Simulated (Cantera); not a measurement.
Input: 1 mol Si, 0.032 mol CO₂, 1.9 mol N₂, 0.017 mol H₂O, held at 877 °C and 1430 Torr.

Equilibrium computed with Cantera from the NASA thermochemical tables; the gas is ideal and each condensed phase is pure. Candidate condensed phases: C, C₆H₆, C₇H₈, C₈H₁₈, H₂O, Si, SiC, SiO₂, Si₂N₂O, Si₃N₄; 151 gas species. N₂ is the only nitrogen source here; it is nearly inert below about 1500 K, so the nitride shown seldom forms there in practice. Mutual solubility and eutectic melting of coexisting phases are not modelled. The numbers say what is thermodynamically allowed, not how fast it happens.

Base state: N₂ 0.987, H₂ 0.0133 (mole fractions); condensed: C(graphite) + Si₂N₂O(s) + Si₃N₄(s).

**Question.** What changes in the equilibrium state with this change: temperature from 877 °C to 1800 °C?

**Answer.** 
```json
[
 {"species": "N₂", "before": "0.987", "after": "0.968"},
 {"species": "CO", "before": "1.91e-8", "after": "0.0146"},
 {"species": "H₂", "before": "0.0133", "after": "0.0127"},
 {"species": "SiO", "before": "<1e-9", "after": "0.00434"},
 {"species": "H", "before": "6.24e-9", "after": "0.000215"},
 {"species": "Si", "before": "<1e-9", "after": "1.95e-5"},
 {"species": "HNC", "before": "1.83e-8", "after": "2.68e-5"},
 {"species": "HCN", "before": "4.79e-6", "after": "0.000414"},
 {"species": "C(graphite), mol", "before": "0.0320", "after": "0"},
 {"species": "Si₂N₂O(s), mol", "before": "0.0810", "after": "0.0563"},
 {"species": "Si₃N₄(s), mol", "before": "0.279", "after": "0.290"},
 {"species": "SiC(s), mol", "before": "0", "after": "0.0123"}
]
```
